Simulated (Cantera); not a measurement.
Reactions in the system Cr-H-N-O

Source: NASA polynomial tables (part measured, part estimated), evaluated in Cantera. Values are per mole of reaction as written; species without (g) are pure solids or liquids, kept so even where they would boil at 1 bar.

NH₃(g) + 2 CrO₃(g) ⇌ 3 H(g) + Cr₂N + 3 O₂(g)

| T (K) | ΔH° (kJ) | ΔS° (J/K) | ΔG° (kJ) | log10 K |
|---|---|---|---|---|
| 300 | 1160.3 | 299.8 | 1070.3 | -186.36 |
| 450 | 1169.6 | 325.0 | 1023.3 | -118.78 |
| 550 | 1174.8 | 335.6 | 990.2 | -94.04 |
| 650 | 1179.6 | 343.6 | 956.3 | -76.84 |
| 750 | 1184.1 | 350.1 | 921.6 | -64.18 |
| 850 | 1188.5 | 355.6 | 886.3 | -54.46 |
| 950 | 1192.9 | 360.5 | 850.5 | -46.76 |
| 1050 | 1197.3 | 364.8 | 814.2 | -40.50 |
| 1150 | 1201.7 | 368.8 | 777.5 | -35.32 |
| 1250 | 1206.2 | 372.6 | 740.4 | -30.94 |
| 1350 | 1210.7 | 376.1 | 703.0 | -27.20 |
| 1450 | 1215.4 | 379.4 | 665.2 | -23.96 |

3 NO(g) + 7 Cr ⇌ 3 Cr₂N + CrO₃(g)

| T (K) | ΔH° (kJ) | ΔS° (J/K) | ΔG° (kJ) | log10 K |
|---|---|---|---|---|
| 300 | -943.3 | -336.6 | -842.3 | 146.65 |
| 450 | -941.4 | -331.9 | -792.1 | 91.94 |
| 550 | -939.3 | -327.5 | -759.1 | 72.09 |
| 650 | -936.8 | -323.5 | -726.6 | 58.39 |
| 750 | -934.3 | -319.8 | -694.4 | 48.36 |
| 850 | -931.6 | -316.5 | -662.6 | 40.72 |
| 950 | -928.9 | -313.5 | -631.1 | 34.70 |
| 1050 | -926.4 | -311.0 | -599.9 | 29.84 |
| 1150 | -924.2 | -309.0 | -568.9 | 25.84 |
| 1250 | -922.5 | -307.6 | -538.1 | 22.48 |
| 1350 | -921.4 | -306.7 | -507.4 | 19.63 |
| 1450 | -920.9 | -306.3 | -476.7 | 17.17 |
